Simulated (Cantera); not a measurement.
Feed: 1 mol NF₃, 0.16 mol H₂, equilibrated at 3002 °C and 29.0 bar.

Method: chemical equilibrium by Gibbs-energy minimisation in Cantera with the NASA 1993 tables (ideal gas, pure condensed phases). Equilibrium is a limit: real reactors are often held back by kinetics, nucleation or transport.

Base state: F 0.764, N₂ 0.143, HF 0.0916, F₂ 0.00146, NF 2.16e-5 (mole fractions); condensed: gas only.

**Question.** What changes in the equilibrium state with this change: 0.028 mol Cl₂ added?

**Answer.** 
| species | before | after |
|---|---|---|
| F | 0.764 | 0.751 |
| N₂ | 0.143 | 0.141 |
| HF | 0.0916 | 0.0903 |
| Cl | 0 | 0.0137 |
| ClF | 0 | 0.00207 |
| Cl₂ | 0 | 2.49e-5 |
| HCl | 0 | 2.39e-5 |
| F₂ | 0.00146 | 0.00142 |
| NF | 2.16e-5 | 2.11e-5 |
Further candidate phases: NH₄Cl.
